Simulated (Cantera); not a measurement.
Charge: 1 mol TEOS, 0.85 mol H2O, equilibrated at 1350 °C and 81000 Pa.

These are equilibrium values from Cantera (NASA tables, ideal gas, pure condensed phases), not measurements of a reactor. Candidate condensed phases: C, C6H6, C7H8, C8H18, H2O, Si, SiC, SiO2; 123 gas species. The feed counts by its element totals alone. The tables hold silica as quartz up to 1696 K and as liquid above; real silica turns to tridymite and cristobalite and melts near 1996 K. Kinetics and transport are ignored.

Base state: H2 0.790, CO 0.208, CH4 0.000750, SiO 0.000440, H2O 0.000101, H 6.83e-5, C2H2 (acetylene) 2.75e-5 (mole fractions); condensed: C(graphite) + SiO2(β-quartz).

**Question.** What changes in the equilibrium state with this change: pressure from 81000 Pa to 33.0 Pa?

**Answer.** 
```json
[
 {"species": "H2", "before": "0.790", "after": "0.688"},
 {"species": "CO", "before": "0.208", "after": "0.307"},
 {"species": "H", "before": "6.83e-5", "after": "0.00316"},
 {"species": "SiO", "before": "0.000440", "after": "0.000969"},
 {"species": "CH4", "before": "0.000750", "after": "2.32e-7"},
 {"species": "H2O", "before": "0.000101", "after": "5.29e-8"},
 {"species": "C2H2 (acetylene)", "before": "2.75e-5", "after": "2.40e-5"},
 {"species": "C(graphite), mol", "before": "5.13", "after": "2.18"},
 {"species": "SiO2(β-quartz), mol", "before": "0.994", "after": "0"},
 {"species": "SiC(s), mol", "before": "0", "after": "0.985"}
]
```
